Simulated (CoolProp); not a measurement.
Vapour-liquid equilibrium of carbon dioxide (1) + n-perfluorobutane (2) at 246.1 K; x and y are mole fractions of (1).

Computed with CoolProp (multi-fluid Helmholtz-energy mixture model, Span 1996 and Gao 2022; pair parameters Bell 2016).

```json
[
 {"x": "0.05", "bubble pressure, mixture model (kPa)": "138.7", "bubble pressure, Raoult's law (kPa)": "109.7", "y, mixture model": "0.767", "y, Raoult's law": "0.718"},
 {"x": "0.2", "bubble pressure, mixture model (kPa)": "503.5", "bubble pressure, Raoult's law (kPa)": "341.0", "y, mixture model": "0.938", "y, Raoult's law": "0.923"},
 {"x": "0.35", "bubble pressure, mixture model (kPa)": "805.0", "bubble pressure, Raoult's law (kPa)": "572.3", "y, mixture model": "0.962", "y, Raoult's law": "0.963"},
 {"x": "0.5", "bubble pressure, mixture model (kPa)": "993.7", "bubble pressure, Raoult's law (kPa)": "803.5", "y, mixture model": "0.971", "y, Raoult's law": "0.980"},
 {"x": "0.65", "bubble pressure, mixture model (kPa)": "1126", "bubble pressure, Raoult's law (kPa)": "1035", "y, mixture model": "0.977", "y, Raoult's law": "0.989"},
 {"x": "0.8", "bubble pressure, mixture model (kPa)": "1274", "bubble pressure, Raoult's law (kPa)": "1266", "y, mixture model": "0.984", "y, Raoult's law": "0.995"},
 {"x": "0.95", "bubble pressure, mixture model (kPa)": "1487", "bubble pressure, Raoult's law (kPa)": "1497", "y, mixture model": "0.995", "y, Raoult's law": "0.999"}
]
```

The largest gap from Raoult's law is +47.7 % in bubble pressure, at x = 0.2. No azeotrope shows between x = 0.05 and 0.95.

The pair parameters rest on a limited set of measurements; away from them the model extrapolates. The gap from Raoult's law changes sign with composition, which may be real or a fault of the pair parameters; it wasn't checked against measurements.
